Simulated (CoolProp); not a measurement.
1000 sccm (0 °C, 1 atm) of nitrogen bubbles through liquid octamethylcyclotetrasiloxane (D4) at 345.2 K and leaves saturated at a total pressure of 0.0491 MPa (ideal gas phase). Each further row changes one setting.

Model: reference Helmholtz-energy equation of state, Thol 2015, in CoolProp.

```csv
case,vapour pressure (kPa),mole fraction of vapour,delivery (mg/min),delivery (sccm),change of delivery for a bath 1 K warmer (%)
as stated,2.44,___,691,52.2,___
bath temperature 350.2 K,___,___,899,___,5.3
total pressure 0.0982 MPa,2.44,0.0248,___,25.4,5.3
```

**Question.** What belongs in the gaps?

**Answer.** 
- as stated, mole fraction of vapour: 0.0496
- as stated, change of delivery for a bath 1 K warmer (%): 5.5
- bath temperature 350.2 K, vapour pressure (kPa): 3.12
- bath temperature 350.2 K, mole fraction of vapour: 0.0636
- bath temperature 350.2 K, delivery (sccm): 67.9
- total pressure 0.0982 MPa, delivery (mg/min): 337
